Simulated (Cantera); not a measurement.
A perfectly stirred reactor is fed with 14.1 % CO, 0.749 % H2, 13.1 % O2, 72.1 % N2, equivalence ratio 0.57, at 9750 Torr; it is adiabatic with a 675 K inlet, and is followed from long to short residence time, starting on the burning branch (τ in s: 0.085, 0.034, 0.014, 0.0057, 0.0023, 0.00093, 0.00038, 0.00015, 6.2e-05, 2.5e-05).

Model: GRI-Mech 3.0 (53 species, 325 reactions), integrated in Cantera. The hydrogen kinetics of GRI-Mech 3.0 are dated; newer H2 mechanisms differ, most at raised pressure. The pressure lies above the range GRI-Mech 3.0 was tuned for (to about 10 atm).

Predict: blow-out, bracketed by the residence times tried; x(CO) at τ = 85.0 ms; x(H2) at τ = 85.0 ms; x(O2) at τ = 85.0 ms; x(O) at τ = 85.0 ms; x(H) at τ = 85.0 ms; x(CO) at τ = 0.930 ms; x(H2) at τ = 0.930 ms; x(O2) at τ = 0.930 ms; x(O) at τ = 0.930 ms; x(H) at τ = 0.930 ms.


```
Item                                                                             Value
------------------------------------------------  ------------------------------------
blow-out, bracketed by the residence times tried  burning at 0.380 ms, out at 0.150 ms
x(CO) at τ = 85.0 ms                                                          0.000478
x(H2) at τ = 85.0 ms                                                           3.99e-6
x(O2) at τ = 85.0 ms                                                            0.0607
x(O) at τ = 85.0 ms                                                            5.22e-5
x(H) at τ = 85.0 ms                                                            1.09e-6
x(CO) at τ = 0.930 ms                                                          0.00939
x(H2) at τ = 0.930 ms                                                          5.73e-5
x(O2) at τ = 0.930 ms                                                           0.0646
x(O) at τ = 0.930 ms                                                          0.000688
x(H) at τ = 0.930 ms                                                           4.97e-5
```
